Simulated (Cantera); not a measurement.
A counterflow diffusion flame at 405 Torr, nozzles 20 mm apart: fuel side CH₄ : C₂H₆ : C₃H₈ = 1 : 0.48 : 0.57 (molar parts) at 425 K, oxidiser side O₂ : N₂ = 0.2 : 0.8 (molar parts) at 650 K, fuel mass flux 1.1 times the oxidiser's; mixture-averaged transport, no radiation.

Detailed kinetics in Cantera: GRI-Mech 3.0 (53 species, 325 reactions). GRI-Mech 3.0 was tuned for natural gas; its chemistry of propane as a main component is partial and can be far from experiment. GRI-Mech 3.0 has no aromatics or soot, which form on the fuel side of real flames. The maximum strain rate includes the flame's own expansion and is several times the mean.

x: mole fraction; the columns are a selection and need not sum to one.

| oxidiser flux (kg/m²/s) | max strain (1/s) | mean strain (1/s) | T max (K) | peak x OH | peak x H | peak x NO | peak x CO | peak x C₂H₂ |
|---|---|---|---|---|---|---|---|---|
| 0.14 | 227 | 42.9 | 2053 | 0.00851 | 0.00645 | 0.000247 | 0.0635 | 0.0305 |
| 0.17 | 271 | 52.1 | 2040 | 0.00837 | 0.00661 | 0.000232 | 0.0631 | 0.0296 |
| 0.22 | 343 | 67.4 | 2027 | 0.00828 | 0.00685 | 0.000214 | 0.0629 | 0.0285 |
| 0.29 | 442 | 88.8 | 2013 | 0.00815 | 0.00708 | ? | 0.0628 | 0.0273 |
| 0.37 | 552 | 113 | 1999 | 0.00797 | 0.00723 | ? | 0.0628 | 0.0260 |
| 0.47 | 687 | 144 | 1985 | 0.00777 | 0.00735 | ? | 0.0630 | 0.0246 |
| 0.61 | 871 | 187 | 1967 | 0.00750 | 0.00742 | ? | 0.0634 | 0.0230 |
| 0.78 | 1090 | 239 | 1946 | 0.00714 | 0.00739 | ? | 0.0641 | 0.0211 |
| 1 | 1360 | 306 | 1922 | 0.00670 | 0.00723 | ? | 0.0650 | 0.0188 |

**Question.** What belongs in the gaps?

**Answer.** 
- 0.29, peak x NO: 0.000193
- 0.37, peak x NO: 0.000172
- 0.47, peak x NO: 0.000152
- 0.61, peak x NO: 0.000128
- 0.78, peak x NO: 0.000104
- 1, peak x NO: 8.04e-5
